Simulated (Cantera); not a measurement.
NO annealing gas

An isothermal, constant-pressure homogeneous reactor starts with NO : N2 = 1 : 0.14 (molar parts), at 2200 K and 92000 Pa.

Computed with Cantera and GRI-Mech 3.0 (53 species, 325 reactions).

```json
[
 {"t (s)": "2.00e-5", "x NO": "0.877", "x NO2": "1.66e-5", "x O2": "1.63e-6", "x O": "4.90e-5", "x N2O": "5.73e-5", "x N2": "0.123"},
 {"t (s)": "8.43e-5", "x NO": "0.877", "x NO2": "0.000116", "x O2": "3.60e-5", "x O": "0.000184", "x N2O": "0.000192", "x N2": "0.123"},
 {"t (s)": "0.000356", "x NO": "0.874", "x NO2": "0.000303", "x O2": "0.000821", "x O": "0.000430", "x N2O": "0.000367", "x N2": "0.124"},
 {"t (s)": "0.00150", "x NO": "0.864", "x NO2": "0.000345", "x O2": "0.00563", "x O": "0.000487", "x N2O": "0.000377", "x N2": "0.129"},
 {"t (s)": "0.00632", "x NO": "0.823", "x NO2": "0.000443", "x O2": "0.0262", "x O": "0.000630", "x N2O": "0.000334", "x N2": "0.149"},
 {"t (s)": "0.0267", "x NO": "0.657", "x NO2": "0.000600", "x O2": "0.109", "x O": "0.00102", "x N2O": "0.000200", "x N2": "0.232"},
 {"t (s)": "0.112", "x NO": "0.250", "x NO2": "0.000373", "x O2": "0.312", "x O": "0.00160", "x N2O": "2.70e-5", "x N2": "0.436"},
 {"t (s)": "0.474", "x NO": "0.0293", "x NO2": "5.08e-5", "x O2": "0.423", "x O": "0.00184", "x N2O": "9.27e-7", "x N2": "0.546"},
 {"t (s)": "2.00", "x NO": "0.0152", "x NO2": "2.65e-5", "x O2": "0.430", "x O": "0.00186", "x N2O": "6.79e-7", "x N2": "0.553"}
]
```
x: mole fraction; the columns are a selection and need not sum to one.

Equilibrium at this temperature and pressure: NO 0.0152, NO2 2.65e-5, O2 0.430, O 0.00186, N2O 6.79e-7, N2 0.553 (gas phase only).
